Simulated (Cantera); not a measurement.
Feed: 1 mol Cr₂O₃, 2.3 mol H₂, equilibrated at 2123 K and 1 atm.

Equilibrium computed with Cantera from the NASA thermochemical tables; the gas is ideal and each condensed phase is pure. Mutual solubility and eutectic melting of coexisting phases are not modelled. Rates play no part.

```tsv
species	before	after
H₂	0.970	0.533
H₂O	0.0223	0.191
Cr	0.00412	0.121
CrO	7.30e-5	0.0335
H	0.00351	0.111
O₂	<1e-9	0.000110
O	2.56e-8	0.000722
CrO₂	5.82e-7	0.00416
OH	9.99e-6	0.00490
Cr(s), mol	0.0249	0
Cr₂O₃(s), mol	0.983	0.766
```
Gas species are given as mole fractions.

Q: Which change was made?
(A) temperature from 2123 K to 1500 K
(B) temperature from 2123 K to 2223 K
(C) pressure from 1 atm to 0.420 Torr
(D) temperature from 2123 K to 1375 K

A: C, pressure from 1 atm to 0.420 Torr
